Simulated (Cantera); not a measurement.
Charge: 1 mol SiO₂, 90 mol H₂, 88 mol N₂, at 2050 K and 0.460 bar.

Method: chemical equilibrium by Gibbs-energy minimisation in Cantera with the NASA 1993 tables (ideal gas, pure condensed phases). Candidate condensed phases: H₂O, Si, SiO₂, Si₂N₂O, Si₃N₄; 35 gas species. Rates play no part.

Base state: H₂ 0.495, N₂ 0.491, SiO 0.00558, H₂O 0.00558, H 0.00235 (mole fractions); condensed: gas only.

Q: What changes in the equilibrium state with this change: SiO₂ replaced by Al₂O₃?

A: 
```
species         before     after
-------------  -------  --------
H₂               0.495     0.504
N₂               0.491     0.494
H              0.00235   0.00237
SiO            0.00558         0
H₂O            0.00558  0.000141
Al                   0   5.60e-5
Al₂O                 0   2.16e-5
Al₂O₃(s), mol        0     0.990
```
Further candidate phases: Al, AlN, Al₂O₃.
